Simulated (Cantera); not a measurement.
Charge: 1 mol Ta, 0.35 mol H₂O, at 0.380 Pa.

These are equilibrium values from Cantera (NASA tables, ideal gas, pure condensed phases), not measurements of a reactor. Candidate condensed phases: H₂O, Ta, Ta₂O₅; 12 gas species. Mutual solubility and eutectic melting of coexisting phases are not modelled. Condensed phases not in the tables: N, O or C dissolved in the metal. The numbers say what is thermodynamically allowed, not how fast it happens.

### Question
At 1400 K, list the 3 most abundant gas species with their mole fractions, and the condensed phases.

### Answer
H₂ 0.997, H 0.00249, H₂O 3.94e-5. Condensed: Ta(s) + Ta₂O₅(s).
